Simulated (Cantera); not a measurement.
Feed: 1 mol FeS, 7.4 mol O₂, 3.5 mol N₂, equilibrated at 1550 K and 143 Torr.

Equilibrium computed with Cantera from the NASA thermochemical tables; the gas is ideal and each condensed phase is pure. Candidate condensed phases: Fe, FeO, FeS, FeSO₄, FeS₂, Fe₂O₃, Fe₂(SO₄)₃, Fe₃O₄, S; 19 gas species. Kinetics and transport are ignored.

Base state: O₂ 0.556, N₂ 0.344, SO₂ 0.0976, NO 0.00167, SO₃ 0.000926, O 1.34e-5 (mole fractions); condensed: Fe₂O₃(s).

**Question.** What changes in the equilibrium state with this change: pressure from 143 Torr to 750 Torr?

**Answer.** 
```json
[
 {"species": "O₂", "before": "0.556", "after": "0.555"},
 {"species": "N₂", "before": "0.344", "after": "0.344"},
 {"species": "SO₂", "before": "0.0976", "after": "0.0965"},
 {"species": "SO₃", "before": "0.000926", "after": "0.00210"},
 {"species": "O", "before": "1.34e-5", "after": "5.83e-6"},
 {"species": "NO₂", "before": "5.48e-6", "after": "1.26e-5"},
 {"species": "NO", "before": "0.00167", "after": "0.00167"},
 {"species": "Fe₂O₃(s), mol", "before": "0.500", "after": "0.500"}
]
```
